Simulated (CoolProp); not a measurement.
Vapour-liquid equilibrium of R22 (1) + acetone (2) at 275.4 K; x and y are mole fractions of (1).

Values from CoolProp's multi-fluid Helmholtz-energy mixture model, Kamei 1995 and Lemmon 2006; pair parameters Bell 2016.

```tsv
x	bubble pressure, mixture model (kPa)	bubble pressure, Raoult's law (kPa)	y, mixture model	y, Raoult's law
0.05	(withheld)	36.71	0.694	0.729
0.15	(withheld)	89.21	0.850	0.900
0.25	87.75	141.7	0.900	0.945
0.35	115.5	194.2	0.932	0.965
0.45	(withheld)	246.7	0.956	0.977
0.55	200.0	299.2	0.974	0.984
0.65	262.9	351.7	0.986	0.990
0.75	339.6	404.2	0.994	0.994
0.85	423.5	456.7	0.998	0.997
0.95	502.3	509.2	(withheld)	0.999
```

### Question
Some entries are withheld; supply them.

### Answer

- 0.05, bubble pressure, mixture model (kPa): 33.16
- 0.15, bubble pressure, mixture model (kPa): 63.23
- 0.45, bubble pressure, mixture model (kPa): 151.6
- 0.95, y, mixture model: 1.000

The largest gap from Raoult's law is -40.5 % in bubble pressure, at x = 0.35. No azeotrope shows between x = 0.05 and 0.95.

The pair parameters rest on a limited set of measurements; away from them the model extrapolates.
